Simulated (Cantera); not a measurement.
Cantera run:

```python
import numpy as np
import cantera as ct

gas_names = """
    H HNO HNO2 HNO3 HO2 H2 H2O H2O2 N NH NH2 NH3 NH2OH NO NO2 NO3 N2 N2H2 N2H4 N2O O OH O2 O3 Pb PbO Pb2
""".split()
cond_names = """
    H2O(s) H2O(L) Pb(cr) Pb(L) PbO(rd) PbO(yw) PbO(L) PbO2(s) Pb3O4(s)
""".split()


# ... load() reads the species with a 1 bar reference pressure and builds the phases ...
atoms = {
    'PbO': {'Pb': 1, 'O': 1},
    'O2': {'O': 2},
    'N2': {'N': 2},
    'H2': {'H': 2},
}
top_T = {'Pb3O4(s)': 820}  # K; cautious upper limits of use, not melting points


# ... equilibrate(T, P, feed) seeds the gas with the atoms and calls Mixture.equilibrate('TP', solver="vcs", rtol=1e-11, max_steps=5000) ...
results = []
T = 700  # K
P = 11000  # Pa
for m in [0.22, 0.33, 0.51, 0.79, 1.2, 1.9, 2.8, 4.4, 6.7, 10]:
    feed = {'PbO': 1, 'O2': 1.1, 'N2': m, 'H2': 0.83}  # mol
    mix = equilibrate(T, P, feed)
    results.append((T, P, feed, dict(zip(mix.species_names, mix.species_moles))))

top = {s: max(r[3][s] / sum(r[3][g] for g in gas_names) for r in results) for s in gas_names}
cols = sorted((s for s in top if top[s] > 0.001), key=lambda s: -top[s])[:9]
seen = [c for c in cond_names if any(r[3].get(c, 0) > 1e-12 for r in results)]
print("log10 of partial pressures in bar; condensed amounts in mol")
print(f"{'n(N2)':>10s}" + "".join(f"{s[:9]:>10s}" for s in cols + seen))
for T, P, feed, n in results:
    ng = sum(n[g] for g in gas_names)
    print(f"{feed['N2']:10.4g}" + "".join(f"{np.log10(max(n[s] / ng * P / 1e5, 1e-99)):10.3f}" for s in cols)
          + "".join(f"{n.get(c, 0):10.4g}" for c in seen))
```

Result:

```
log10 of partial pressures in bar; condensed amounts in mol
     n(N2)        N2       H2O        O2   PbO(rd)
      0.22    -1.855    -1.279    -1.362         1
      0.33    -1.706    -1.306    -1.389         1
      0.51    -1.557    -1.346    -1.429         1
      0.79    -1.424    -1.402    -1.486         1
       1.2    -1.313    -1.473    -1.557         1
       1.9    -1.213    -1.573    -1.656         1
       2.8    -1.146    -1.675    -1.758         1
       4.4    -1.087    -1.811    -1.895         1
       6.7    -1.047    -1.954    -2.038         1
        10    -1.020    -2.101    -2.184         1
```

Cantera equilibrium calculation (NASA polynomials, part measured and part estimated; ideal gas, pure solids and liquids).
